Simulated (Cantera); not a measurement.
Input: 1 mol SiHCl₃, 35 mol NH₃, 90 mol H₂, equilibrated at 240 Pa.

Points: T (K) = 1148, 1248, 1348, 1448, 1548, 1648, 1748, 1848, 1948, 2048.

Cantera's Mixture.equilibrate('TP', solver="vcs", rtol=1e-11, max_steps=5000) on the NASA tables stopped like this:

```
ERROR: FAILURE its = 5001!

*******************************************************************************
CanteraError thrown by MultiPhase::equilibrate:
VCS solver failed. Return code: -1
*******************************************************************************
```

Task: What got this run through?

Result: This is not unique; one that fits is The failure is numerical, not chemical. The same input converged with solver="gibbs", rtol=1e-10, max_steps=50000, and the result passed a check of the equilibrium conditions:
```
log10 of partial pressures in bar; condensed amounts in mol
       T/K        H2        N2         H       HCL        Si     SiCL2    Si(cr)     Si(L)  Si3N4(a)
      1148    -2.677    -3.601    -8.483    -4.350   -15.856    -8.801         0         0    0.3333
      1248    -2.677    -3.601    -7.669    -4.351   -13.325    -7.840         0         0     0.333
      1348    -2.677    -3.601    -6.974    -4.352   -11.174    -7.028         0         0    0.3312
      1448    -2.677    -3.601    -6.374    -4.360    -9.323    -6.343         0         0    0.3231
      1548    -2.677    -3.600    -5.850    -4.384    -7.716    -5.787         0         0    0.2959
      1648    -2.679    -3.587    -5.390    -4.408    -6.589    -5.586    0.8001         0         0
      1748    -2.680    -3.588    -4.981    -4.408    -5.837    -5.612         0     0.712         0
      1848    -2.684    -3.590    -4.618    -4.408    -5.203    -5.670         0    0.3595         0
      1948    -2.691    -3.593    -4.292    -4.394    -4.911    -5.967         0         0         0
      2048    -2.701    -3.598    -4.000    -4.390    -4.877    -6.478         0         0         0
```

The gas is ideal and each condensed phase is pure. The tables' values for SiCl, SiN are old estimates; treat these amounts as uncertain. Gases not in the tables: Si2H6 and higher silanes.
